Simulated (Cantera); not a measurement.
A closed system holds: 1 mol SF6, 2.3 mol H2, 0.17 mol O2, held at 2498 K and 4.00 bar.

These are equilibrium values from Cantera (NASA tables, ideal gas, pure condensed phases), not measurements of a reactor. Candidate condensed phases: H2O, H2SO4, S; 43 gas species. The tables' values for S2F2 (SSF2), SOF2, SF3, FS2F (FSSF) are old estimates; treat these amounts as uncertain. Rates play no part.

Q: What is the equilibrium state?

A: x(HF): 0.790
x(F): 0.0621
x(SF2): 0.0619
x(SO2): 0.0189
x(SF): 0.0173
x(S2): 0.0152
x(SO): 0.0142
x(S2F2 (SSF2)): 0.00795
x(SOF2): 0.00588
gas amount: 5.822 mol
log10 activity of S(l) (absent): -2.38
